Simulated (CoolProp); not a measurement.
n-perfluorohexane along the isobar 2.17 MPa: density (kg/m³) from the reference equation and from simpler models built on Tc = 448.0 K, pc = 1.742 MPa, ω = 0.497; each cubic takes its own stable root.

Model: reference Helmholtz-energy equation of state, Gao 2022, in CoolProp.

```csv
T (K),phase,reference,van der Waals,Redlich-Kwong,Soave-Redlich-Kwong,Peng-Robinson
377.7,liquid,1432,829.6,1136,1222,1382
384.3,liquid,1406,816.2,1111,1194,1350
390.9,liquid,1379,802.1,1084,1165,1316
397.4,liquid,1350,787.6,1056,1133,1280
404,liquid,1320,772.1,1027,1099,1241
410.6,liquid,1287,755.6,995.4,1063,1198
417.1,liquid,1251,738.2,962.4,1023,1152
423.7,liquid,1211,719.3,926.1,979.4,1101
430.3,liquid,1165,698.7,886.6,930.3,1043
436.9,liquid,1112,676.1,842.6,874.3,977.1
443.4,liquid,1047,651.1,793.3,808.9,899.6
450,supercritical,955.4,621.8,734.1,725.5,800.2
```
